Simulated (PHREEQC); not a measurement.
Dissolve 4.4 mmol/kgw NH4Cl, 2.3 mmol/kgw Na2SO4 and 0.56 mmol/kgw KCl at 55 °C. It is in equilibrium with CO2 at log p = -1 (atm). Otherwise closed; pH follows from the charge balance.

Computed with PHREEQC (ion-association model, phreeqc.dat).

```
quantity              before     after
-------------------  -------  --------
pH                      4.57      4.53
SO4-2 (mol/kgw)      0.00217  0.000227
NH4SO4- (mol/kgw)    7.61e-5   1.09e-6
HCO3- (mol/kgw)      3.79e-5   3.22e-5
NaSO4- (mol/kgw)     3.73e-5   5.27e-7
KSO4- (mol/kgw)      8.52e-6   1.22e-7
SI of Halite (NaCl)    -6.34     -8.27
SI of Sylvite (KCl)    -6.70     -8.63
```

Problem. Name the change that produced these shifts.
A. Na2SO4 from 0.0023 to 0.00253 mol/kgw
B. diluted 10-fold with water
C. diluted 5-fold with water
D. diluted 2-fold with water
E. 0.00016 mol/kgw NH3 added

Solution. B, diluted 10-fold with water

No solid was allowed to form. Away from 25 °C the constants follow the database's enthalpies or fits; those with neither stay at their 25 °C values.
